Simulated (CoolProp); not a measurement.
A single-stage vapour-compression cycle with the fluid: evaporating at 258.15 K (dew point), condensing at 284.15 K (bubble point), superheat 0 K, subcooling 8 K, compressor efficiency 0.9, no pressure losses. The same conditions are run with several fluids, on thermodynamics alone (safety and materials aside).

Model: reference Helmholtz-energy equation of state of each fluid (R115: Lemmon 2016; R245ca: Zhou 2016; c-C4F8 (RC318): Platzer 1990; R142b: Lemmon 2006; R141b: Lemmon 2006; n-pentane: Thol 2019), in CoolProp. The equations of Platzer and Polt are older, rougher fits.

```json
[
 {"fluid": "R115", "cooling COP": "8.25", "pressure ratio": "___", "discharge temperature (K)": "284.1", "refrigerating effect (kJ/kg)": "97.3", "volumetric capacity (kJ/m³)": "2040"},
 {"fluid": "R245ca", "cooling COP": "8.61", "pressure ratio": "3.59", "discharge temperature (K)": "287.5", "refrigerating effect (kJ/kg)": "202", "volumetric capacity (kJ/m³)": "201"},
 {"fluid": "c-C4F8 (RC318)", "cooling COP": "___", "pressure ratio": "___", "discharge temperature (K)": "284.1", "refrigerating effect (kJ/kg)": "101", "volumetric capacity (kJ/m³)": "669"},
 {"fluid": "R142b", "cooling COP": "8.59", "pressure ratio": "2.70", "discharge temperature (K)": "291.6", "refrigerating effect (kJ/kg)": "204", "volumetric capacity (kJ/m³)": "786"},
 {"fluid": "R141b", "cooling COP": "8.66", "pressure ratio": "3.35", "discharge temperature (K)": "295.1", "refrigerating effect (kJ/kg)": "224", "volumetric capacity (kJ/m³)": "167"},
 {"fluid": "n-pentane", "cooling COP": "8.64", "pressure ratio": "3.35", "discharge temperature (K)": "___", "refrigerating effect (kJ/kg)": "356", "volumetric capacity (kJ/m³)": "142"}
]
```

Task: Some entries are withheld; supply them.

Result: 
- R115, pressure ratio: 2.31
- c-C4F8 (RC318), cooling COP: 8.40
- c-C4F8 (RC318), pressure ratio: 2.84
- n-pentane, discharge temperature (K): 285.7

The compression ends wet for: R115; c-C4F8 (RC318).
